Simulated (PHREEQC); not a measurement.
A solution holds 100 mmol/kgw HF, 1 mmol/kgw KF, 0.088 mmol/kgw (NH4)2SiF6 and 52 mmol/kgw H2SO4, at 55 °C. Closed to the air; pH follows from the charge balance.

The numbers come from PHREEQC with the ion-association model, phreeqc.dat.

```json
[
 {"quantity": "pH", "before": "1.29", "after": "2.13"},
 {"quantity": "ionic strength (mol/kgw)", "before": "0.0707", "after": "0.0108"},
 {"quantity": "HSO4- (mol/kgw)", "before": "0.0435", "after": "0.00269"},
 {"quantity": "SO4-2 (mol/kgw)", "before": "0.00850", "after": "0.00251"},
 {"quantity": "F- (mol/kgw)", "before": "0.000965", "after": "0.000544"},
 {"quantity": "HF2- (mol/kgw)", "before": "0.000418", "after": "2.27e-5"},
 {"quantity": "SI of Quartz (SiO2)", "before": "-6.04", "after": "-2.41"}
]
```

Task: Which change was made?
A) diluted 10-fold with water
B) temperature from 55 to 70 °C
C) diluted 100-fold with water
D) temperature from 55 to 45 °C
E) (NH4)2SiF6 from 8.8e-05 to 0.00044 mol/kgw

Result: A, diluted 10-fold with water

No solid was allowed to form. Away from 25 °C the constants follow the database's enthalpies or fits; those with neither stay at their 25 °C values. SiF6-2 is the database's only silicon fluoride.
